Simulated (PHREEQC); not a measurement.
Dissolve 0.0064 mol/kgw Cu(BF4)2, 0.049 mol/kgw HBF4 and 0.00018 mol/kgw H3BO3 at 25 °C. Closed to the air; pH follows from the charge balance.

Equilibrium calculation in PHREEQC: ion-association model, phreeqc.dat.

Each row changes one thing in this solution. No solid was allowed to form.

| case | pH | ionic strength (mol/kgw) | BF4- (mol/kgw) | HF (mol/kgw) | H3BO3 (mol/kgw) | BF3OH- (mol/kgw) |
|---|---|---|---|---|---|---|
| as made | 1.40 | 0.0661 | 0.0574 | 0.0115 | 0.00256 | 0.00181 |
| H3BO3 from 0.00018 to 3.6e-05 mol/kgw | 1.40 | 0.0660 | 0.0574 | 0.0116 | 0.00246 | ___ |
| Cu(BF4)2 left out | 1.40 | ___ | 0.0450 | 0.0110 | 0.00253 | 0.00148 |
| HBF4 replaced by NaHF2 at the same molality | 3.07 | ___ | 0.0129 | 0.0411 | 7.58e-8 | 0.000113 |
| temperature from 25 to 75 °C | ___ | 0.0626 | ___ | 0.0264 | 0.00604 | 0.00206 |

Q: What belongs in the gaps?

A: 
- H3BO3 from 0.00018 to 3.6e-05 mol/kgw, BF3OH- (mol/kgw): 0.00179
- Cu(BF4)2 left out, ionic strength (mol/kgw): 0.0469
- HBF4 replaced by NaHF2 at the same molality, ionic strength (mol/kgw): 0.0653
- temperature from 25 to 75 °C, pH: 1.44
- temperature from 25 to 75 °C, BF4- (mol/kgw): 0.0533

Constants without temperature data keep their 25 °C values here. Real BF4- forms and hydrolyses slowly; the run takes it at equilibrium.
